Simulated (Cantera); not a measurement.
HF + H2 (abatement and gas-phase synthesis)

A closed system holds: 1 mol HF, 0.2 mol H2, held at 625 K and 1.50e7 Pa.

Equilibrium computed with Cantera from the NASA thermochemical tables; the gas is ideal and each condensed phase is pure. The ideal-gas law is rough above about 30 bar. The numbers say what is thermodynamically allowed, not how fast it happens.

```
Item           Result
----------  ---------
x(HF)           0.795
x(H2)           0.172
x(H2F2)        0.0316
x(H3F3)      0.000973
x(H4F4)       7.93e-5
x(H5F5)       6.74e-6
x(H6F6)       5.01e-6
gas amount  1.161 mol
```
